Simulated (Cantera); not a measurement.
An isothermal, constant-pressure homogeneous reactor starts with H2 : O2 : N2 = 1.5 : 1 : 11 (molar parts), equivalence ratio 0.75, at 1150 K and 0.118 atm.

Model: the H2/O2 subset of GRI-Mech 3.0, which has no nitrogen chemistry, integrated in Cantera. The temperature is held fixed by assumption; the heat of reaction is taken as removed at once.

One state of this run: x H2 = 2.32e-7; x O2 = 0.0196; x H2O = 0.118; x H = 2.25e-9; x H2O2 = 1.74e-9; x O = 7.66e-8. x: mole fraction; the columns are a selection and need not sum to one.

Problem. Which value of t (s) does it belong to?
(A) 0.00909
(B) 0.291
(C) 1.65
(D) 0.000283

Solution. C, 1.65
